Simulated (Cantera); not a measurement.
A closed system holds: 1 mol Fe₂O₃, 4.5 mol SO₃, 0.63 mol N₂, held at 0.130 bar.

These are equilibrium values from Cantera (NASA tables, ideal gas, pure condensed phases), not measurements of a reactor. Candidate condensed phases: Fe, FeO, FeS, FeSO₄, FeS₂, Fe₂O₃, Fe₂(SO₄)₃, Fe₃O₄, S; 19 gas species. Kinetics and transport are ignored.

**Question.** At 1325 K, list the 5 most abundant gas species with their mole fractions, and the condensed phases.

**Answer.** SO₂ 0.601, O₂ 0.301, N₂ 0.0858, SO₃ 0.0123, NO 0.000183. Condensed: Fe₂O₃(s).
